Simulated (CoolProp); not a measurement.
Vapour-liquid equilibrium of ethane (1) + hydrogen sulfide (2) at -1.15 °C; x and y are mole fractions of (1).

Computed with CoolProp (multi-fluid Helmholtz-energy mixture model, Bücker 2006 and Lemmon 2006; pair parameters Kunz 2012).

```tsv
x	bubble pressure, mixture model (MPa)	bubble pressure, Raoult's law (MPa)	y, mixture model	y, Raoult's law
0.05	___	1.064	0.224	0.109
0.15	1.638	1.196	0.421	0.291
0.25	1.863	1.329	0.514	0.437
0.35	2.012	1.461	0.573	0.556
0.45	2.122	1.593	___	0.656
0.55	___	1.726	0.667	0.740
0.65	2.281	1.858	___	0.812
0.75	2.333	1.990	0.779	0.875
0.85	2.358	2.123	0.853	0.929
0.95	2.345	2.255	0.945	0.978
```

Problem. Complete the blanks.

Solution. 
- 0.05, bubble pressure, mixture model (MPa): 1.268
- 0.45, y, mixture model: 0.621
- 0.55, bubble pressure, mixture model (MPa): 2.210
- 0.65, y, mixture model: 0.719

The largest gap from Raoult's law is +40.2 % in bubble pressure, at x = 0.25. y crosses x between x = 0.85 and 0.95: the model has an azeotrope there.

The pair parameters rest on a limited set of measurements; away from them the model extrapolates.
